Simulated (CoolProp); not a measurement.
Isopentane along the isotherm 120.35 °C: Z from the reference equation and from simpler models built on Tc = 187.2 °C, pc = 33.78 bar, ω = 0.227; each cubic takes its own stable root.

Values from CoolProp's reference Helmholtz-energy equation of state, Lemmon 2006. It is a short technical equation, of lower accuracy than the large ones.

| p (bar) | phase | reference | van der Waals | Peng-Robinson |
|---|---|---|---|---|
| 5.07 | gas | ? | 0.9311 | 0.9033 |
| 10.1 | gas | 0.7903 | 0.8514 | 0.7892 |
| 15.2 | liquid | ? | 0.7497 | ? |
| 20.3 | liquid | 0.08901 | ? | 0.08796 |
| 25.3 | liquid | 0.1104 | 0.1773 | 0.1087 |
| 30.4 | liquid | 0.1320 | 0.2095 | 0.1296 |
| 35.5 | liquid | 0.1535 | 0.2411 | 0.1502 |
| 40.5 | liquid | ? | 0.2717 | 0.1702 |
| 45.6 | liquid | 0.1956 | 0.3024 | ? |
| 50.7 | liquid | 0.2166 | 0.3328 | 0.2104 |

### Question
Some entries are withheld; supply them.

### Answer

- 5.07, reference: 0.9065
- 15.2, reference: 0.06699
- 15.2, Peng-Robinson: 0.06646
- 20.3, van der Waals: 0.1450
- 40.5, reference: 0.1744
- 45.6, Peng-Robinson: 0.1904

At some of these states van der Waals gives the other phase, because its saturation line lies elsewhere.
